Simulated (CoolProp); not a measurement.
Nitrogen along the isobar 5.1 bar: density (kg/m³) from the reference equation and from simpler models built on Tc = -147.0 °C, pc = 33.96 bar, ω = 0.037; each cubic takes its own stable root.

Values from CoolProp's reference Helmholtz-energy equation of state, Span 2000.

| T (°C) | phase | reference |
|---|---|---|
| -189.55 | liquid | 777.9 |
| -175.35 | gas | 19.91 |
| -161.15 | gas | 16.59 |
| -147.05 | gas | 14.37 |
| -132.85 | gas | 12.72 |
| -118.65 | gas | 11.43 |
| -104.55 | gas | 10.40 |
| -90.35 | gas | 9.545 |
| -76.25 | gas | 8.829 |
| -62.05 | gas | 8.212 |
| -47.85 | gas | 7.678 |
| -33.75 | gas | 7.213 |

**Question.** How far does each simpler model (van der Waals, Soave-Redlich-Kwong) lie from the reference over these 12 states: mean and median of the absolute difference, and the worst?

**Answer.** 
- van der Waals: mean 8.6 %, median 0.3 %, worst -97.0 % at -189.55 °C and 5.1 bar
- Soave-Redlich-Kwong: mean 0.1 %, median 0.1 %, worst -0.3 % at -175.35 °C and 5.1 bar

At some of these states van der Waals gives the other phase, because its saturation line lies elsewhere.
